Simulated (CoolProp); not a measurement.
Vapour pressure (MPa) of oxygen: the reference equation beside estimates from Tc = 154.6 K, pc = 5.046 MPa, ω = 0.022.

The numbers come from the reference Helmholtz-energy equation of state, Schmidt 1985 in CoolProp.

```csv
T (K),reference,Redlich-Kwong,Soave-Redlich-Kwong,Peng-Robinson
93.2,0.1373,0.1086,0.1349,0.1388
98.6,0.2254,0.1908,0.2230,0.2271
104,0.3506,0.3125,0.3490,0.3526
109.5,0.5249,0.4869,0.5252,0.5272
114.9,0.7508,0.7173,0.7545,0.7539
120.3,1.040,1.016,1.049,1.045
125.8,1.410,1.399,1.425,1.417
131.2,1.856,1.862,1.879,1.867
136.7,2.406,2.429,2.438,2.422
142.1,3.052,3.089,3.090,3.073
147.5,3.818,3.858,3.855,3.840
```

Absolute difference from the reference over all 11 rows, mean and median: Redlich-Kwong 5.9 and 2.3 %, Soave-Redlich-Kwong 1.0 and 1.1 %, Peng-Robinson 0.6 and 0.6 %.
